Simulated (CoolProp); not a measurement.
Vapour-liquid equilibrium of hydrogen sulfide (1) + propane (2) at 1780 kPa; x and y are mole fractions of (1).

Model: multi-fluid Helmholtz-energy mixture model, Lemmon 2006 and Lemmon 2009; pair parameters Kunz 2012, in CoolProp.

Question: Give the bubble temperature and the first vapour's composition at x = 0.2, 0.5, 0.8. Is there an azeotrope?

Answer: x = 0.2: 33.6 °C, y = 0.394; x = 0.5: 22.1 °C, y = 0.654; x = 0.8: 18.6 °C, y = 0.816. y crosses x between x = 0.8 and 0.95: the model has an azeotrope there.

The pair parameters rest on a limited set of measurements; away from them the model extrapolates.
